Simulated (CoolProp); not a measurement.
Saturated liquid density (kg/m³) of R125: the reference equation beside estimates from Tc = 339.2 K, pc = 36.18 bar, ω = 0.305. Rackett uses Z = 0.29056 − 0.08775 ω.

Values from CoolProp's reference Helmholtz-energy equation of state, Lemmon 2005.

| T (K) | reference | Rackett | van der Waals | Redlich-Kwong | Soave-Redlich-Kwong |
|---|---|---|---|---|---|
| 250.7 | 1416 | 1447 | 847.8 | 1219 | 1284 |
| 258.9 | 1383 | 1412 | 827.2 | 1182 | 1248 |
| 267.1 | 1347 | 1374 | 805.4 | 1143 | 1210 |
| 275.3 | 1310 | 1335 | 782.3 | 1101 | 1168 |
| 283.5 | 1270 | 1293 | 757.5 | 1056 | 1122 |
| 291.7 | 1226 | 1248 | 730.7 | 1008 | 1072 |
| 299.8 | 1179 | 1200 | 701.8 | 956.2 | 1016 |
| 308 | 1126 | 1145 | 669.2 | 898.0 | 953.8 |
| 316.2 | 1064 | 1083 | 632.0 | 832.1 | 881.6 |
| 324.4 | 988.2 | 1006 | 587.4 | 754.1 | 794.6 |
| 332.6 | 881.6 | 899.2 | 527.6 | 652.0 | 679.1 |

Absolute difference from the reference over all 11 rows, mean and median: Rackett 1.9 and 1.8 %, van der Waals 40.4 and 40.4 %, Redlich-Kwong 18.6 and 17.8 %, Soave-Redlich-Kwong 13.9 and 12.6 %.
